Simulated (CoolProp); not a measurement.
Vapour-liquid equilibrium of R1234yf (1) + R1234ze(E) (2) at 0.00743 MPa; x and y are mole fractions of (1).

Computed with CoolProp (multi-fluid Helmholtz-energy mixture model, Lemmon 2022 and Thol 2016; pair parameters Bell 2022).

```csv
x,"bubble temperature, mixture model (K)","bubble temperature, Raoult's law (K)","y, mixture model","y, Raoult's law"
0.05,___,206.6,___,0.094
0.2,___,204.7,___,0.332
0.35,___,203.0,0.522,0.520
0.5,201.3,201.5,___,0.671
0.65,200.0,200.2,0.787,0.793
0.8,198.8,198.9,___,0.893
0.95,197.7,197.7,___,0.975
```

Task: Fill in the missing entries.

Result: 
- 0.05, bubble temperature, mixture model (K): 206.4
- 0.05, y, mixture model: 0.101
- 0.2, bubble temperature, mixture model (K): 204.4
- 0.2, y, mixture model: 0.341
- 0.35, bubble temperature, mixture model (K): 202.8
- 0.5, y, mixture model: 0.666
- 0.8, y, mixture model: 0.888
- 0.95, y, mixture model: 0.974

The largest gap from Raoult's law is -0.3 K in bubble temperature, at x = 0.2. No azeotrope shows between x = 0.05 and 0.95.

Pair parameters are fitted to limited data, so mixtures are less certain than the pure fluids.
